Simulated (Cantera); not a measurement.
A Cantera script and what it prints.

```python
import numpy as np
import cantera as ct

gas_names = """
    H2 H2O KOH H2S
""".split()
cond_names = """
    K2SO4(a) K2SO4(b) K2SO4(L)
""".split()


# ... load() reads the species with a 1 bar reference pressure and builds the phases ...
species = {s.name: s for s in load("nasa_gas.yaml", gas_names) + load("nasa_condensed.yaml", cond_names)}
# Each term lists the table entries of one substance; the one whose range holds T is used.
reactions = {
    '4 H2(g) + K2SO4 = 2 H2O(g) + 2 KOH(g) + H2S(g)':
        [(-4, ['H2']), (-1, ['K2SO4(a)', 'K2SO4(b)', 'K2SO4(L)']), (2, ['H2O']), (2, ['KOH']), (1, ['H2S'])],
}


def pick(names, T):
    return next(species[n] for n in names if species[n].thermo.min_temp <= T <= species[n].thermo.max_temp)


results = []
for label, terms in reactions.items():
    print(label)
    print("     T/K   dH/kJ  dS/(J/K)   dG/kJ   log10 K")
    for T in [300, 1073, 1223, 1373, 1523, 1673, 1823, 1973, 2123, 2273, 2423, 2573]:
        used = [(nu, pick(names, T)) for nu, names in terms]
        dH = sum(nu * s.thermo.h(T) for nu, s in used) / 1e6
        dS = sum(nu * s.thermo.s(T) for nu, s in used) / 1e3
        dG = dH - T * dS / 1e3
        logK = -dG * 1e6 / (ct.gas_constant * T * np.log(10))
        results.append((label, T, dH, dS, dG, logK, [s.name for _, s in used]))
        print(f"{T:8g} {dH:8.1f} {dS:8.1f} {dG:8.1f} {logK:8.2f}")
```

Result:

```
4 H2(g) + K2SO4 = 2 H2O(g) + 2 KOH(g) + H2S(g)
     T/K   dH/kJ  dS/(J/K)   dG/kJ   log10 K
     300    468.2    357.7    360.9   -62.84
    1073    402.8    258.5    125.4    -6.10
    1223    389.9    247.3     87.5    -3.74
    1373    342.2    211.4     52.0    -1.98
    1523    331.4    203.9     20.9    -0.72
    1673    321.1    197.5     -9.2     0.29
    1823    311.2    191.8    -38.4     1.10
    1973    301.6    186.7    -66.8     1.77
    2123    292.3    182.2    -94.5     2.32
    2273    283.2    178.0   -121.5     2.79
    2423    274.3    174.2   -147.9     3.19
    2573    265.5    170.7   -173.8     3.53
```

Source: NASA polynomial tables (part measured, part estimated), evaluated in Cantera. Condensed species are held in their standard states even where they would react or evaporate.
